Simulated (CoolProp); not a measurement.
The fluid at 293.15 K and 2.27 MPa is throttled through a valve to 0.413 MPa with no heat exchange. The same conditions are run with several fluids, on thermodynamics alone (safety and materials aside).

Model: reference Helmholtz-energy equation of state of each fluid (nitrous oxide: Lemmon 2006; dry air: Lemmon 2000; nitrogen: Span 2000; hydrogen chloride: Thol 2018; carbon monoxide: Lemmon 2006), in CoolProp. Blends and air are pseudo-pure fits.

Problem. Rank nitrous oxide, dry air, nitrogen, hydrogen chloride, carbon monoxide by temperature change (K), highest first.

Solution. nitrogen (-4.0), dry air (-4.3), carbon monoxide (-4.7), nitrous oxide (-24.0), hydrogen chloride (-33.9)

```tsv
fluid	final density (kg/m³)
nitrous oxide	8.39
dry air	4.99
nitrogen	4.82
hydrogen chloride	7.27
carbon monoxide	4.83
```
